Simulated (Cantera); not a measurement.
# CaCO3 + H2 + CO2 (calcination and drying)

Feed: 1 mol CaCO3, 2.7 mol H2, 1.6 mol CO2, at 0.000180 bar.

Method: chemical equilibrium by Gibbs-energy minimisation in Cantera with the NASA 1993 tables (ideal gas, pure condensed phases). Candidate condensed phases: C, C6H6, C7H8, C8H18, Ca, CaCO3, CaO, Ca(OH)2, H2O; 115 gas species. Kinetics and transport are ignored.

| T (°C) | x CO | x H2O | x H2 | x CO2 | x H | x OH | x O | x O2 | n CaO(s) |
|---|---|---|---|---|---|---|---|---|---|
| 925 | 0.269 | 0.269 | 0.240 | 0.221 | 6.94e-6 | 6.15e-8 | 1.82e-12 | 1.04e-12 | 1.00 |
| 1000 | 0.281 | 0.281 | 0.228 | 0.209 | 2.54e-5 | 3.61e-7 | 3.92e-11 | 2.39e-11 | 1.00 |
| 1075 | 0.291 | 0.291 | 0.218 | 0.199 | 8.05e-5 | 1.73e-6 | 5.99e-10 | 3.87e-10 | 1.00 |
| 1150 | 0.300 | 0.300 | 0.209 | 0.190 | 0.000226 | 7.06e-6 | 6.87e-9 | 4.68e-9 | 1.00 |
| 1225 | 0.308 | 0.308 | 0.201 | 0.183 | 0.000574 | 2.49e-5 | 6.18e-8 | 4.41e-8 | 1.000 |
| 1300 | 0.314 | 0.314 | 0.194 | 0.176 | 0.00134 | 7.80e-5 | 4.51e-7 | 3.36e-7 | 1.000 |
| 1375 | 0.320 | 0.320 | 0.188 | 0.170 | 0.00287 | 0.000220 | 2.75e-6 | 2.13e-6 | 1.000 |
| 1450 | 0.324 | 0.324 | 0.181 | 0.165 | 0.00578 | 0.000566 | 1.44e-5 | 1.15e-5 | 1.000 |
| 1525 | 0.327 | 0.326 | 0.174 | 0.160 | 0.0110 | 0.00135 | 6.55e-5 | 5.42e-5 | 1.000 |
| 1600 | 0.329 | 0.325 | 0.167 | 0.156 | 0.0197 | 0.00297 | 0.000265 | 0.000226 | 1.000 |
| 1675 | 0.329 | 0.320 | 0.158 | 0.151 | 0.0335 | 0.00613 | 0.000961 | 0.000842 | 0.999 |
| 1750 | 0.327 | 0.307 | 0.149 | 0.144 | 0.0546 | 0.0117 | 0.00312 | 0.00277 | 0.996 |
| 1825 | 0.324 | 0.280 | 0.139 | 0.132 | 0.0857 | 0.0204 | 0.00895 | 0.00767 | 0.990 |
| 1900 | 0.318 | 0.235 | 0.130 | 0.111 | 0.130 | 0.0315 | 0.0220 | 0.0169 | 0.967 |
x: gas mole fraction; n: condensed amount in mol.

From 925 °C to 1900 °C the condensed part is CaO(s).
